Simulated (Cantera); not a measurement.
An adiabatic, constant-pressure homogeneous reactor starts with 16.9 % H₂, 16.9 % O₂, 63.4 % N₂, 0.456 % NO, 2.36 % CO₂, at 1148 K and 9750 Torr.

Detailed kinetics in Cantera: GRI-Mech 3.0 (53 species, 325 reactions). The hydrogen kinetics of GRI-Mech 3.0 are dated; newer H2 mechanisms differ, most at raised pressure. The pressure lies above the range GRI-Mech 3.0 was tuned for (to about 10 atm). The mechanism lacks 2 NO + O2 → 2 NO2 and HONO, so NO2 and the effect of NO are under-described below about 1400 K.

x: mole fraction; the columns are a selection and need not sum to one.

| t (s) | T (K) | x H₂ | x O₂ | x NO | x H | x HO₂ |
|---|---|---|---|---|---|---|
| 8.00e-6 | 1148 | 0.169 | 0.169 | 0.00454 | 1.27e-6 | 7.72e-6 |
| 2.20e-5 | 2215 | ? | 0.0899 | 0.00468 | ? | ? |
| 6.02e-5 | 2309 | 0.000366 | 0.0911 | 0.00474 | 5.42e-5 | 1.14e-5 |
| 0.000165 | 2309 | 0.000366 | 0.0911 | 0.00477 | 5.41e-5 | 1.14e-5 |
| 0.000454 | 2309 | 0.000366 | 0.0911 | 0.00484 | 5.40e-5 | 1.14e-5 |
| 0.00124 | 2308 | 0.000365 | 0.0910 | 0.00503 | 5.39e-5 | 1.14e-5 |
| 0.00341 | 2307 | 0.000363 | 0.0907 | 0.00552 | 5.35e-5 | 1.13e-5 |
| 0.00937 | 2305 | 0.000360 | 0.0902 | 0.00662 | 5.26e-5 | 1.12e-5 |
| 0.0257 | 2301 | 0.000355 | 0.0893 | 0.00834 | 5.13e-5 | 1.10e-5 |
| 0.0706 | 2299 | 0.000351 | 0.0888 | 0.00945 | 5.05e-5 | 1.09e-5 |
| 0.194 | 2299 | 0.000351 | 0.0887 | 0.00955 | 5.04e-5 | 1.09e-5 |
| 0.531 | 2299 | 0.000351 | 0.0887 | 0.00955 | 5.04e-5 | 1.09e-5 |
| 1.46 | 2299 | 0.000351 | 0.0887 | 0.00955 | 5.04e-5 | 1.09e-5 |
| 4.00 | 2299 | 0.000351 | 0.0887 | 0.00955 | 5.04e-5 | 1.09e-5 |

Problem. Complete the blanks.

Solution. 
- 2.20e-5, x H₂: 0.00331
- 2.20e-5, x H: 0.00139
- 2.20e-5, x HO₂: 5.20e-5
